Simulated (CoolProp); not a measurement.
Saturation properties of m-xylene.

Values from CoolProp's reference Helmholtz-energy equation of state, Zhou 2012.

```tsv
T (°C)	p (MPa)	liquid density (kg/m³)	vapour Z
8.65	0.0004062	873.8	0.9993
35.85	0.002039	850.5	0.9976
63.05	0.007542	826.6	0.9934
90.25	0.02217	802.0	0.9853
117.45	0.05463	776.4	0.9720
144.65	0.1174	749.7	0.9521
171.85	0.2267	721.4	0.9242
199.05	0.4017	691.0	0.8871
226.25	0.6648	657.6	0.8392
253.45	1.041	619.8	0.7779
280.75	1.562	574.6	0.6989
307.95	2.259	516.1	0.5936
```

It boils at 139.1 °C under 1 atm.
